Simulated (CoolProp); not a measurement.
Vapour-liquid equilibrium of trans-2-butene (1) + acetone (2) at 359.8 K; x and y are mole fractions of (1).

Values from CoolProp's multi-fluid Helmholtz-energy mixture model, Lemmon 2005 and Lemmon 2006; pair parameters Bell 2016.

Problem. Give the bubble pressure and the first vapour's composition at x = 0.05, 0.2, 0.8. Is there an azeotrope?

Solution. x = 0.05: 3.581 bar, y = 0.286; x = 0.2: 6.015 bar, y = 0.609; x = 0.8: 10.57 bar, y = 0.888. No azeotrope shows between x = 0.05 and 0.95.

The pair parameters rest on a limited set of measurements; away from them the model extrapolates.
